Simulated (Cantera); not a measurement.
Input: 1 mol HgO, 0.031 mol O2, 1.1 mol H2, equilibrated at 675 K and 86000 Pa.

Method: chemical equilibrium by Gibbs-energy minimisation in Cantera with the NASA 1993 tables (ideal gas, pure condensed phases). Candidate condensed phases: H2O, Hg, HgO; 10 gas species. The numbers say what is thermodynamically allowed, not how fast it happens.

Base state: H2O 0.506, Hg 0.476, H2 0.0181 (mole fractions); condensed: gas only.

Q: What changes in the equilibrium state with this change: HgO replaced by PbO?

A: 
| species | before | after |
|---|---|---|
| H2O | 0.506 | 0.965 |
| H2 | 0.0181 | 0.0345 |
| Hg | 0.476 | 0 |
| Pb(l), mol | 0 | 1.00 |
Further candidate phases: Pb, PbO, PbO2, Pb3O4.
